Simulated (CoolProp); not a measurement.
Vapour-liquid equilibrium of dimethyl ether (1) + isobutane (2) at 2.36 bar; x and y are mole fractions of (1).

Model: multi-fluid Helmholtz-energy mixture model, Wu 2011 and Bücker 2006; pair parameters Bell 2016, in CoolProp.

Q: Give the bubble temperature and the first vapour's composition at x = 0.125, 0.2, 0.8. Is there an azeotrope?

A: x = 0.125: 279.8 K, y = 0.252; x = 0.2: 277.5 K, y = 0.357; x = 0.8: 269.9 K, y = 0.825. y crosses x between x = 0.875 and 0.95: the model has an azeotrope there.

Pair parameters are fitted to limited data, so mixtures are less certain than the pure fluids.
